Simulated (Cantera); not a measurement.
A freely propagating, adiabatic, planar premixed flame of 42.8 % H2, 9.71 % O2, 47.5 % N2, equivalence ratio 2.2, unburnt at 625 K and 190000 Pa; multicomponent+Soret transport, grid criteria slope 0.08 and curve 0.16, no radiation.

Detailed kinetics in Cantera: the H2/O2 subset of GRI-Mech 3.0, which has no nitrogen chemistry. Burning velocities carry a grid error of a few per cent, more on coarse grids.

Predict: laminar burning velocity; thermal thickness; peak x(HO2); peak x(H); peak x(OH).


```json
{
  "laminar_burning_velocity": "763 cm/s",
  "thermal_thickness": "0.207 mm",
  "peak x(HO2)": "0.000344",
  "peak x(H)": "0.0629",
  "peak x(OH)": "0.00269"
}
```
